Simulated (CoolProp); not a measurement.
Sulfur dioxide along the isobar 41.5 bar: fugacity coefficient from the reference equation and from simpler models built on Tc = 430.6 K, pc = 78.87 bar, ω = 0.256; each cubic takes its own stable root.

Model: reference Helmholtz-energy equation of state, Gao 2016, in CoolProp.

```csv
T (K),phase,reference,van der Waals,Redlich-Kwong,Soave-Redlich-Kwong
403.6,gas,0.7741,0.8177,0.7889,0.7826
414.7,gas,0.7956,0.8295,0.8051,0.8017
425.7,gas,0.8140,0.8403,0.8196,0.8186
436.7,gas,0.8303,0.8501,0.8326,0.8338
447.8,gas,0.8448,0.8592,0.8445,0.8476
458.8,gas,0.8577,0.8675,0.8553,0.8601
469.8,gas,0.8692,0.8751,0.8651,0.8714
480.9,gas,0.8798,0.8823,0.8742,0.8818
491.9,gas,0.8892,0.8888,0.8824,0.8913
502.9,gas,0.8978,0.8949,0.8900,0.9000
514,gas,0.9058,0.9007,0.8971,0.9080
525,gas,0.9130,0.9059,0.9035,0.9153
```
